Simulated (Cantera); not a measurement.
A Cantera script and what it prints.

```python
import numpy as np
import cantera as ct

gas_names = """
    AL ALH ALO ALOH ALO2 ALO2H AL2 AL2O AL2O2 H HALO HO2 H2 H2O H2O2 O OH O2 O3
""".split()
cond_names = """
    AL(cr) AL(L) AL2O3(a) AL2O3(L) H2O(s) H2O(L)
""".split()


# ... load() reads the species with a 1 bar reference pressure and builds the phases ...
atoms = {
    'Al2O3': {'AL': 2, 'O': 3},
    'H2O': {'H': 2, 'O': 1},
}
top_T = {}  # K; cautious upper limits of use, not melting points


# ... equilibrate(T, P, feed) seeds the gas with the atoms and calls Mixture.equilibrate('TP', solver="vcs", rtol=1e-11, max_steps=5000) ...
results = []
feed = {'Al2O3': 1, 'H2O': 0.39}  # mol
T = 2350  # K
for P in [10, 68, 460, 3200, 22000, 150000, 1000000]:
    mix = equilibrate(T, P, feed)
    results.append((T, P, feed, dict(zip(mix.species_names, mix.species_moles))))

top = {s: max(r[3][s] / sum(r[3][g] for g in gas_names) for r in results) for s in gas_names}
cols = sorted((s for s in top if top[s] > 1e-06), key=lambda s: -top[s])[:7]
seen = [c for c in cond_names if any(r[3].get(c, 0) > 1e-12 for r in results)]
print("log10 of partial pressures in bar; condensed amounts in mol")
print(f"{'P/Pa':>10s}" + "".join(f"{s[:9]:>10s}" for s in cols + seen))
for T, P, feed, n in results:
    ng = sum(n[g] for g in gas_names)
    print(f"{P:10.4g}" + "".join(f"{np.log10(max(n[s] / ng * P / 1e5, 1e-99)):10.3f}" for s in cols)
          + "".join(f"{n.get(c, 0):10.4g}" for c in seen))
```

Result:

```
log10 of partial pressures in bar; condensed amounts in mol
      P/Pa       H2O         H         O        H2        OH        O2       ALO  AL2O3(L)
        10    -4.925    -4.356    -4.762    -4.905    -5.140    -5.164    -6.826    0.9989
        68    -3.547    -3.883    -4.331    -3.958    -4.236    -4.301    -7.042    0.9998
       460    -2.505    -3.529    -3.996    -3.251    -3.548    -3.632    -7.209    0.9999
      3200    -1.574    -3.216    -3.692    -2.623    -2.930    -3.024    -7.361         1
   2.2e+04    -0.697    -2.922    -3.403    -2.035    -2.347    -2.445    -7.505         1
   1.5e+05     0.156    -2.637    -3.120    -1.465    -1.779    -1.880    -7.647         1
     1e+06     0.990    -2.358    -2.844    -0.909    -1.224    -1.327    -7.785         1
```

Method: chemical equilibrium by Gibbs-energy minimisation in Cantera with the NASA 1993 tables (ideal gas, pure condensed phases). The tables' values for AlOH are old estimates; treat these amounts as uncertain. Gases not in the tables: Al(OH)3.
